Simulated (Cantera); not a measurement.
# Transport properties of process gases

Gas mixture: 39.8 % C₂H₄, 27.0 % CH₄, 27.4 % CO, 5.81 % NH₃, at 0.293 Torr, frozen composition.

Cantera's kinetic-theory transport with the Lennard-Jones parameters of GRI-Mech 3.0, ideal gas; thermal conductivity in the multicomponent form. Polar gases are described roughly by these parameters. The composition is frozen, though it would react at the higher temperatures.

```
T (K)  ρ (kg/m³)  cp (J/kg/K)  μ (µPa s)  λ (mW/m/K)     Pr  D (cm²/s) O  D (cm²/s) CH₄  D (cm²/s) NO
-----  ---------  -----------  ---------  ----------  -----  -----------  -------------  ------------
400     0.000283         1746       15.8        38.0  0.727         1270            840           815
550     0.000206         2101       20.5        58.7  0.733         2210           1490          1420
700     0.000162         2412       24.6        80.8  0.735         3330           2260          2160
850     0.000133         2659       28.4         103  0.735         4630           3160          3000
1000    0.000113         2885       31.9         125  0.735         6080           4170          3940
1150     9.86e-5         3065       35.1         147  0.735         7680           5280          4990
1300     8.72e-5         3217       38.2         167  0.735         9430           6490          6120
1450     7.82e-5         3345       41.2         188  0.734        11300           7800          7350
```
D: mixture-averaged diffusion coefficient of that species in the mixture.
